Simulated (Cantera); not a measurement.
## Equilibrium for silicon epitaxy and polysilicon growth: SiHCl3 + Cl2 + H2

Charge: 1 mol SiHCl3, a varied amount of Cl2, 4.8 mol H2, equilibrated at 1598.15 K and 12.0 mbar.

These are equilibrium values from Cantera (NASA tables, ideal gas, pure condensed phases), not measurements of a reactor. Candidate condensed phases: Si; 19 gas species. The tables' values for SiCl3, SiCl are old estimates; treat these amounts as uncertain. Rates play no part.

```csv
n(Cl2) (mol),log p H2,log p HCl,log p SiCl2,log p SiCl3,log p SiCl4,log p H,log p SiHCl3,log p Cl,n Si(s)
0.0036,-2.08,-2.71,-2.80,-4.33,-5.46,-5.31,-5.67,-6.04,0.0691
0.0064,-2.08,-2.71,-2.80,-4.32,-5.46,-5.31,-5.67,-6.04,0.0669
0.011,-2.08,-2.71,-2.80,-4.32,-5.46,-5.31,-5.67,-6.04,0.0634
0.02,-2.08,-2.70,-2.79,-4.32,-5.45,-5.31,-5.67,-6.04,0.0565
0.037,-2.08,-2.70,-2.79,-4.31,-5.44,-5.31,-5.66,-6.04,0.0434
0.065,-2.08,-2.70,-2.78,-4.30,-5.43,-5.31,-5.65,-6.03,0.0218
0.12,-2.09,-2.68,-2.78,-4.27,-5.37,-5.32,-5.63,-6.01,0
0.21,-2.10,-2.63,-2.78,-4.22,-5.26,-5.32,-5.58,-5.95,0
0.37,-2.13,-2.55,-2.80,-4.14,-5.09,-5.34,-5.52,-5.86,0
```
log p: log10 of the partial pressure in bar; n: condensed amount in mol.

From 0.0036 mol Cl2 to 0.065 mol Cl2 the condensed part is Si(s). From 0.12 mol Cl2 to 0.37 mol Cl2 nothing is condensed. The main Si-bearing gas is SiCl2 throughout.
